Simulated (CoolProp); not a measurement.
Vapour-liquid equilibrium of R1234ze(E) (1) + n-pentane (2) at 2.22 bar; x and y are mole fractions of (1).

Model: multi-fluid Helmholtz-energy mixture model, Thol 2016 and Thol 2019; pair parameters Bell 2016, in CoolProp.

```json
[
 {"x": "0.05", "bubble temperature (K)": "318.6", "y at the bubble point": "(withheld)", "dew temperature at overall composition x (K)": "332.6", "liquid density (mol/L)": "8.367"},
 {"x": "0.2", "bubble temperature (K)": "294.2", "y at the bubble point": "0.765", "dew temperature at overall composition x (K)": "(withheld)", "liquid density (mol/L)": "8.910"},
 {"x": "0.35", "bubble temperature (K)": "284.9", "y at the bubble point": "0.854", "dew temperature at overall composition x (K)": "320.4", "liquid density (mol/L)": "9.263"},
 {"x": "0.5", "bubble temperature (K)": "280.8", "y at the bubble point": "0.889", "dew temperature at overall composition x (K)": "312.8", "liquid density (mol/L)": "9.566"},
 {"x": "0.65", "bubble temperature (K)": "278.5", "y at the bubble point": "0.911", "dew temperature at overall composition x (K)": "303.4", "liquid density (mol/L)": "9.879"},
 {"x": "0.8", "bubble temperature (K)": "276.6", "y at the bubble point": "0.935", "dew temperature at overall composition x (K)": "290.8", "liquid density (mol/L)": "10.24"},
 {"x": "0.95", "bubble temperature (K)": "(withheld)", "y at the bubble point": "0.977", "dew temperature at overall composition x (K)": "275.7", "liquid density (mol/L)": "(withheld)"}
]
```

Q: Fill in the missing entries.

A: 
- 0.05, y at the bubble point: 0.389
- 0.2, dew temperature at overall composition x (K): 326.9
- 0.95, bubble temperature (K): 274.5
- 0.95, liquid density (mol/L): 10.69

No azeotrope shows between x = 0.05 and 0.95.

Pair parameters are fitted to limited data, so mixtures are less certain than the pure fluids. With so large a gap from Raoult's law the liquid may split in two, which this calculation doesn't test in full.
